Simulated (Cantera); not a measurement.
Adiabatic ignition

An adiabatic, constant-pressure homogeneous reactor starts with 19.2 % CH₄, 2.30 % H₂, 16.5 % O₂, 62.0 % N₂, equivalence ratio 2.4, at 1348 K and 0.280 bar.

Cantera simulation using GRI-Mech 3.0 (53 species, 325 reactions); the numbers are that mechanism's predictions, not measurements.

```json
[
 {"t (s)": "1.00e-6", "T (K)": "1348", "x CH₄": "0.192", "x H₂": "0.0230", "x O₂": "0.165", "x NO": "<1e-12", "x OH": "7.22e-11"},
 {"t (s)": "3.03e-6", "T (K)": "1348", "x CH₄": "0.192", "x H₂": "0.0230", "x O₂": "0.165", "x NO": "<1e-12", "x OH": "2.67e-10"},
 {"t (s)": "9.18e-6", "T (K)": "1348", "x CH₄": "0.192", "x H₂": "0.0230", "x O₂": "0.165", "x NO": "<1e-12", "x OH": "4.30e-10"},
 {"t (s)": "2.78e-5", "T (K)": "1348", "x CH₄": "0.192", "x H₂": "0.0230", "x O₂": "0.165", "x NO": "<1e-12", "x OH": "6.73e-10"},
 {"t (s)": "8.43e-5", "T (K)": "1348", "x CH₄": "0.192", "x H₂": "0.0230", "x O₂": "0.165", "x NO": "<1e-12", "x OH": "1.65e-9"},
 {"t (s)": "0.000256", "T (K)": "1348", "x CH₄": "0.192", "x H₂": "0.0230", "x O₂": "0.165", "x NO": "<1e-12", "x OH": "6.29e-9"},
 {"t (s)": "0.000775", "T (K)": "1348", "x CH₄": "0.192", "x H₂": "0.0230", "x O₂": "0.165", "x NO": "<1e-12", "x OH": "3.69e-8"},
 {"t (s)": "0.00235", "T (K)": "1349", "x CH₄": "0.191", "x H₂": "0.0230", "x O₂": "0.164", "x NO": "<1e-12", "x OH": "2.84e-7"},
 {"t (s)": "0.00711", "T (K)": "1374", "x CH₄": "0.186", "x H₂": "0.0235", "x O₂": "0.161", "x NO": "1.06e-12", "x OH": "1.08e-6"},
 {"t (s)": "0.0216", "T (K)": "2201", "x CH₄": "0.000196", "x H₂": "0.229", "x O₂": "4.98e-7", "x NO": "0.000111", "x OH": "0.000235"},
 {"t (s)": "0.0653", "T (K)": "2192", "x CH₄": "3.57e-11", "x H₂": "0.230", "x O₂": "7.90e-7", "x NO": "0.000142", "x OH": "0.000292"},
 {"t (s)": "0.198", "T (K)": "2193", "x CH₄": "2.00e-11", "x H₂": "0.230", "x O₂": "8.11e-7", "x NO": "5.77e-5", "x OH": "0.000295"},
 {"t (s)": "0.600", "T (K)": "2193", "x CH₄": "1.89e-11", "x H₂": "0.230", "x O₂": "8.13e-7", "x NO": "2.54e-5", "x OH": "0.000296"}
]
```
x: mole fraction; the columns are a selection and need not sum to one.

The time of steepest temperature rise is 11.4 ms. The temperature at 0.600 s is 2193 K. The equilibrium temperature is 2193 K and the x(CH₄) at 0.600 s comes out as 1.89e-11 (gas-phase equilibrium 2.13e-11). The x(H₂) at 0.600 s is 0.230 (gas-phase equilibrium 0.230). The x(O₂) at 0.600 s is 8.13e-7 (gas-phase equilibrium 8.14e-7).
